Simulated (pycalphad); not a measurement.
Source of the numbers: pycalphad with the COST 507 light-alloy database (1999); pressure 1 atm. The database dates from 1999; later assessments differ in places, in temperatures and in the compounds included. Diffusion is slow at the low end, where real alloys seldom reach equilibrium.

Si-1.08Y (at.%): equilibrium cooling sequence

```json
[
 {"T (°C)": "1407.3", "phases above": "LIQUID", "phases below": "DIAMOND_A4 + LIQUID"},
 {"T (°C)": "1212.2", "phases above": "DIAMOND_A4 + LIQUID", "phases below": "DIAMOND_A4 + SI2Y_R"}
]
```

Changes were sought between steps of 100 K, so a narrower field can be missed.

Database names, with the compositions (at.%) that they take in these runs: SI2Y_R: Si 67 Y 33. DIAMOND_A4 is diamond (Si).
